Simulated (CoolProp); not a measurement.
Properties of R1224YDZ along the isotherm 199.95 °C.

Model: reference Helmholtz-energy equation of state, Akasaka 2023, in CoolProp.

| p (MPa) | phase | density (kg/m³) | Joule-Thomson coefficient (K/MPa) | isothermal compressibility (1/MPa) | fugacity coefficient |
|---|---|---|---|---|---|
| 0.5 | gas | 19.61 | 7.098 | 2.079 | 0.9636 |
| 1 | gas | 40.87 | 7.429 | 1.086 | 0.9279 |
| 1.5 | gas | 64.11 | 7.788 | 0.7602 | 0.8928 |
| 2 | gas | 89.77 | 8.170 | 0.6025 | 0.8584 |
| 2.5 | gas | 118.4 | 8.564 | 0.5130 | 0.8246 |
| 3 | gas | 150.8 | 8.954 | 0.4587 | 0.7914 |
| 3.5 | supercritical | 188.0 | 9.313 | 0.4261 | 0.7589 |
| 4 | supercritical | 231.5 | 9.616 | 0.4096 | 0.7270 |
| 4.5 | supercritical | 283.9 | 9.837 | 0.4085 | 0.6957 |
| 5 | supercritical | 349.4 | 9.907 | 0.4241 | 0.6649 |
